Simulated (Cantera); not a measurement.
Cantera run:

```python
import numpy as np
import cantera as ct

gas_names = """
    CL CL2 H HCL H2 N NH NH2 NH3 N2 N2H2 N2H4 Si SiCL SiCL2 SiCL3 SiCL4 SiH SiHCL3 SiH2 SiH2CL2 SiH3
    SiH3CL SiH4 SiN Si2 Si2N Si3
""".split()
cond_names = """
    NH4CL(a) NH4CL(b) Si(cr) Si(L) Si3N4(a)
""".split()


# ... load() reads the species with a 1 bar reference pressure and builds the phases ...
atoms = {
    'SiH2Cl2': {'Si': 1, 'H': 2, 'CL': 2},
    'Cl2': {'CL': 2},
    'H2': {'H': 2},
    'N2': {'N': 2},
}
top_T = {'Si3N4(a)': 2400}  # K; cautious upper limits of use, not melting points


# ... equilibrate(T, P, feed) seeds the gas with the atoms and calls Mixture.equilibrate('TP', solver="vcs", rtol=1e-11, max_steps=5000) ...
results = []
feed = {'SiH2Cl2': 1, 'Cl2': 0.0097, 'H2': 7.6, 'N2': 0.027}  # mol
P = 1000  # Pa
for T in [1073, 1123, 1173, 1223, 1273, 1323, 1373, 1423, 1473, 1523, 1573, 1623, 1673, 1723]:
    mix = equilibrate(T, P, feed)
    results.append((T, P, feed, dict(zip(mix.species_names, mix.species_moles))))

top = {s: max(r[3][s] / sum(r[3][g] for g in gas_names) for r in results) for s in gas_names}
cols = sorted((s for s in top if top[s] > 1e-05), key=lambda s: -top[s])[:7]
seen = [c for c in cond_names if any(r[3].get(c, 0) > 1e-12 for r in results)]
print("log10 of partial pressures in bar; condensed amounts in mol")
print(f"{'T/K':>10s}" + "".join(f"{s[:9]:>10s}" for s in cols + seen))
for T, P, feed, n in results:
    ng = sum(n[g] for g in gas_names)
    print(f"{T:10.4g}" + "".join(f"{np.log10(max(n[s] / ng * P / 1e5, 1e-99)):10.3f}" for s in cols)
          + "".join(f"{n.get(c, 0):10.4g}" for c in seen))
```

Output:

```
log10 of partial pressures in bar; condensed amounts in mol
       T/K        H2       HCL     SiCL2     SiCL4    SiHCL3     SiCL3        N2    Si(cr)     Si(L)  Si3N4(a)
      1073    -2.044    -3.313    -4.292    -3.495    -4.138    -4.496    -9.462    0.5183         0    0.0135
      1123    -2.051    -3.190    -4.004    -3.597    -4.224    -4.348    -8.655    0.5336         0    0.0135
      1173    -2.058    -3.093    -3.772    -3.753    -4.350    -4.259    -7.917    0.5403         0   0.01349
      1223    -2.065    -3.025    -3.599    -3.975    -4.525    -4.238    -7.241    0.5376         0   0.01347
      1273    -2.070    -2.984    -3.484    -4.266    -4.751    -4.284    -6.619    0.5291         0   0.01339
      1323    -2.073    -2.963    -3.415    -4.609    -5.014    -4.381    -6.044    0.5201         0   0.01307
      1373    -2.075    -2.954    -3.375    -4.972    -5.292    -4.506    -5.513    0.5142         0   0.01203
      1423    -2.076    -2.953    -3.350    -5.335    -5.568    -4.641    -5.019    0.5157         0  0.008903
      1473    -2.077    -2.955    -3.335    -5.687    -5.836    -4.778    -4.559    0.5346         0  0.000224
      1523    -2.077    -2.957    -3.323    -6.020    -6.089    -4.909    -4.552    0.5288         0         0
      1573    -2.077    -2.961    -3.315    -6.334    -6.328    -5.034    -4.552    0.5229         0         0
      1623    -2.077    -2.964    -3.307    -6.631    -6.554    -5.153    -4.553    0.5172         0         0
      1673    -2.077    -2.968    -3.302    -6.911    -6.767    -5.266    -4.553    0.5118         0         0
      1723    -2.078    -2.962    -3.307    -7.166    -6.968    -5.374    -4.553         0    0.5176         0
```

Method: chemical equilibrium by Gibbs-energy minimisation in Cantera with the NASA 1993 tables (ideal gas, pure condensed phases). N2 is the only nitrogen source here; it is nearly inert below about 1500 K, so the nitride shown seldom forms there in practice. Mutual solubility and eutectic melting of coexisting phases are not modelled. The tables' values for SiCl3, SiCl are old estimates; treat these amounts as uncertain. Gases not in the tables: Si2H6 and higher silanes.
